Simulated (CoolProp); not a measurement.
CH2F2 (R32) along the isotherm 177.3 K: density (kg/m³) from the reference equation and from simpler models built on Tc = 351.3 K, pc = 5783 kPa, ω = 0.277; each cubic takes its own stable root.

Computed with CoolProp (reference Helmholtz-energy equation of state, Tillner-Roth 1997).

```json
[
 {"p (kPa)": "2220", "phase": "liquid", "reference": "?", "van der Waals": "677.2", "Redlich-Kwong": "1002"},
 {"p (kPa)": "4450", "phase": "liquid", "reference": "1333", "van der Waals": "680.9", "Redlich-Kwong": "1005"},
 {"p (kPa)": "6670", "phase": "liquid", "reference": "1336", "van der Waals": "684.3", "Redlich-Kwong": "?"},
 {"p (kPa)": "8900", "phase": "liquid", "reference": "1338", "van der Waals": "687.5", "Redlich-Kwong": "1010"},
 {"p (kPa)": "11100", "phase": "liquid", "reference": "1340", "van der Waals": "?", "Redlich-Kwong": "1012"},
 {"p (kPa)": "13300", "phase": "liquid", "reference": "1343", "van der Waals": "693.3", "Redlich-Kwong": "1014"},
 {"p (kPa)": "15600", "phase": "liquid", "reference": "1345", "van der Waals": "696.1", "Redlich-Kwong": "1016"},
 {"p (kPa)": "17800", "phase": "liquid", "reference": "1347", "van der Waals": "698.6", "Redlich-Kwong": "1018"},
 {"p (kPa)": "20000", "phase": "liquid", "reference": "1349", "van der Waals": "701.0", "Redlich-Kwong": "1020"},
 {"p (kPa)": "22200", "phase": "liquid", "reference": "1351", "van der Waals": "703.2", "Redlich-Kwong": "?"},
 {"p (kPa)": "24500", "phase": "liquid", "reference": "1353", "van der Waals": "705.5", "Redlich-Kwong": "1024"},
 {"p (kPa)": "26700", "phase": "liquid", "reference": "1355", "van der Waals": "707.6", "Redlich-Kwong": "1026"},
 {"p (kPa)": "28900", "phase": "liquid", "reference": "1357", "van der Waals": "709.5", "Redlich-Kwong": "1028"}
]
```

Question: Complete the blanks.

Answer: 
- 2220, reference: 1331
- 6670, Redlich-Kwong: 1007
- 11100, van der Waals: 690.5
- 22200, Redlich-Kwong: 1022
